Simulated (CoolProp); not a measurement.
R507A at 293.15 K and 0.598 MPa flows at 0.31 m/s in a round tube of 12.7 mm bore and 0.25 µm roughness, fully developed (64/Re and Nu = 3.66 if laminar; Colebrook and Gnielinski if turbulent). Each further row changes one setting.

The numbers come from the reference Helmholtz-energy equation of state, Lemmon 2003 in CoolProp. It is a pseudo-pure fit of the blend.

| case | Reynolds number | Darcy friction factor | pressure drop (Pa/m) | heat-transfer coefficient (W/(m² K)) | mass flow (kg/h) |
|---|---|---|---|---|---|
| as stated | 8860 | ? | ? | ? | 3.86 |
| velocity 0.62 m/s | 17700 | 0.0267 | ? | 55.5 | 7.72 |
| diameter 25.4 mm | 17700 | 0.0267 | ? | ? | ? |

Question: Complete the blanks.

Answer: 
- as stated, Darcy friction factor: 0.0319
- as stated, pressure drop (Pa/m): 3.30
- as stated, heat-transfer coefficient (W/(m² K)): 31.4
- velocity 0.62 m/s, pressure drop (Pa/m): 11.0
- diameter 25.4 mm, pressure drop (Pa/m): 1.38
- diameter 25.4 mm, heat-transfer coefficient (W/(m² K)): 27.7
- diameter 25.4 mm, mass flow (kg/h): 15.4

Viscosity comes from a separate model (Geller 2000). Thermal conductivity comes from a separate model (Geller 2001).
